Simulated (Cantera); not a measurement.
A perfectly stirred reactor is fed with CH4 : N2 = 1 : 23 (molar parts), at 100000 Pa; it is held at 1925 K, and followed from long to short residence time.

Model: GRI-Mech 3.0 (53 species, 325 reactions), integrated in Cantera. GRI-Mech 3.0 stops at C3 and has no aromatics, soot or wall deposition, so with more carbon than oxygen in the feed, carbon stays in small species such as C2H2 where larger ones or solid carbon would form.

### Question
Predict: x(CH4) at τ = 3.10 s; x(H2) at τ = 3.10 s; x(CH2) at τ = 3.10 s; x(CH3) at τ = 3.10 s; x(C2H4) at τ = 3.10 s; x(CH4) at τ = 51.0 ms; x(H2) at τ = 51.0 ms; x(CH2) at τ = 51.0 ms; x(CH3) at τ = 51.0 ms; x(C2H4) at τ = 51.0 ms.

### Answer
- x(CH4) at τ = 3.10 s: 0.000381
- x(H2) at τ = 3.10 s: 0.0593
- x(CH2) at τ = 3.10 s: 1.41e-7
- x(CH3) at τ = 3.10 s: 2.95e-5
- x(C2H4) at τ = 3.10 s: 1.23e-5
- x(CH4) at τ = 51.0 ms: 0.00311
- x(H2) at τ = 51.0 ms: 0.0551
- x(CH2) at τ = 51.0 ms: 9.52e-7
- x(CH3) at τ = 51.0 ms: 0.000225
- x(C2H4) at τ = 51.0 ms: 3.62e-5
